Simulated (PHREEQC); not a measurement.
Dissolve 0.00097 mol/kgw CsOH and 0.00057 mol/kgw NaAlO2 at 25 °C. Closed to the air; pH follows from the charge balance.

All values are PHREEQC results (ion-association model, wateq4f.dat), not measurements.

Precipitation was switched off in this run.

Task: Estimate the pH.

Result: pH 10.97.

Saturation is exceeded, for instance for Gibbsite (slow to form); the values hold only as long as no solid forms.
